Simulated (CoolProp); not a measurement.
The fluid at 419.81 K and 0.394 MPa expands adiabatically to 0.23 MPa with isentropic efficiency 0.85. The same conditions are run with several fluids, on thermodynamics alone (safety and materials aside).

Values from CoolProp's reference Helmholtz-energy equation of state of each fluid (vinyl chloride: Thol 2022; R1233zd(E): Akasaka 2022; chloromethane (R40): Thol 2014; chlorine: Thol 2021; propylene: Lemmon 2013).

Question: Rank vinyl chloride, R1233zd(E), chloromethane (R40), chlorine, propylene by work (kJ/kg), highest first.

Answer: propylene (36.3), chloromethane (R40) (29.6), vinyl chloride (24.2), chlorine (20.8), R1233zd(E) (11.5)

```
fluid                final temperature (K)  final density (kg/m³)
-------------------  ---------------------  ---------------------
vinyl chloride                       395.4                   4.45
R1233zd(E)                           405.8                   9.18
chloromethane (R40)                  387.4                   3.66
chlorine                             376.6                   5.28
propylene                            400.2                   2.95
```
